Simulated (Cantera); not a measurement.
What does this Cantera script print?

```python
import numpy as np
import cantera as ct

gas_names = [...]  # 95 gases of nasa_gas.yaml made of C, F, H
cond_names = """
    C(gr) C6H6(L) C7H8(L) C8H18(L),n-octa
""".split()


# ... load() reads the species with a 1 bar reference pressure and builds the phases ...
atoms = {
    'C2F6': {'C': 2, 'F': 6},
    'H2': {'H': 2},
}
top_T = {'C(gr)': 4500}  # K; cautious upper limits of use, not melting points


# ... equilibrate(T, P, feed) seeds the gas with the atoms and calls Mixture.equilibrate('TP', solver="vcs", rtol=1e-11, max_steps=5000) ...
results = []
feed = {'C2F6': 1, 'H2': 8.2}  # mol
T = 3523  # K
P = 3400  # Pa
mix = equilibrate(T, P, feed)
results.append((T, P, feed, dict(zip(mix.species_names, mix.species_moles))))
print(gas.report(threshold=0.001))
for i in range(1, mix.n_phases):
    print(f"{mix.phase(i).name:16s} {mix.phase_moles(i):12.5e} mol")
```

Result:

```
       temperature   3523 K
          pressure   3400 Pa
           density   0.0009875 kg/m^3
  mean mol. weight   8.5076 kg/kmol
   phase of matter   gas

                          1 kg             1 kmol
                     ---------------   ---------------
          enthalpy        2.2233e+07        1.8915e+08  J
   internal energy         1.879e+07        1.5985e+08  J
           entropy             27941        2.3771e+05  J/K
    Gibbs function       -7.6204e+07       -6.4831e+08  J
 heat capacity c_p            3133.6             26660  J/K
 heat capacity c_v            2156.3             18345  J/K

                      mass frac. Y      mole frac. X     chem. pot. / RT
                     ---------------   ---------------   ---------------
                 C          0.037763          0.026748           -5.4472
                CF          0.018976         0.0052063           -31.933
                C2          0.022219         0.0078692           -10.894
               C2H         0.0084963         0.0028879           -25.055
                C3          0.077349          0.018263           -16.342
                 F           0.15475            0.0693           -26.486
                 H          0.069105           0.58325           -14.161
                HF           0.60137           0.25573           -40.647
                H2         0.0070866          0.029906           -28.322
     [  +86 minor]         0.0028808        0.00083786

C(gr)             0.00000e+00 mol
```

Cantera equilibrium calculation (NASA polynomials, part measured and part estimated; ideal gas, pure solids and liquids). The feed counts by its element totals alone.
